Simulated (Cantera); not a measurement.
## Thermodynamics of tantalum, niobium, vanadium and zirconium in process gases, feed Ta + CO2 + H2

Feed: 1 mol Ta, 3.4 mol CO2, a varied amount of H2, at 2250 K and 0.133 bar.

These are equilibrium values from Cantera (NASA tables, ideal gas, pure condensed phases), not measurements of a reactor. Candidate condensed phases: C, C6H6, C7H8, C8H18, H2O, Ta, TaC, Ta2O5; 113 gas species. Mutual solubility and eutectic melting of coexisting phases are not modelled. Condensed phases not in the tables: Ta2C, N, O or C dissolved in the metal. Rates play no part.

```
n(H2) (mol)   x H2    x CO    x H2O     x H     x CO2    x TaO2     x OH    x TaO  n Ta2O5(l)  n Ta(s)
-----------  -----  ------  -------  ------  --------  --------  -------  -------  ----------  -------
28           0.846   0.107   0.0277  0.0187  0.000641  0.000103  9.21e-5  2.87e-6       0.498        0
76           0.927  0.0423   0.0112  0.0196   9.39e-5  0.000170  3.55e-5  1.28e-5       0.493        0
120          0.945  0.0272  0.00730  0.0198   3.86e-5  0.000213  2.29e-5  2.50e-5       0.485        0
170          0.955  0.0194  0.00529  0.0199   1.97e-5  0.000251  1.65e-5  4.12e-5       0.474        0
220          0.960  0.0151  0.00419  0.0199   1.21e-5  0.000283  1.31e-5  5.89e-5       0.461        0
260          0.963  0.0128  0.00408  0.0200   9.94e-6  0.000287  1.27e-5  6.16e-5       0.428   0.0518
310          0.965  0.0107  0.00409  0.0200   8.35e-6  0.000287  1.27e-5  6.16e-5       0.379    0.131
```
x: gas mole fraction; n: condensed amount in mol.

From 28 mol H2 to 220 mol H2 the condensed part is Ta2O5(l). From 260 mol H2 to 310 mol H2 the condensed part is Ta(s) + Ta2O5(l). The main Ta-bearing gas is TaO2 throughout. The share of Ta in condensed phases is highest at 28 mol H2 (99.7 %) and lowest at 310 mol H2 (89.0 %).
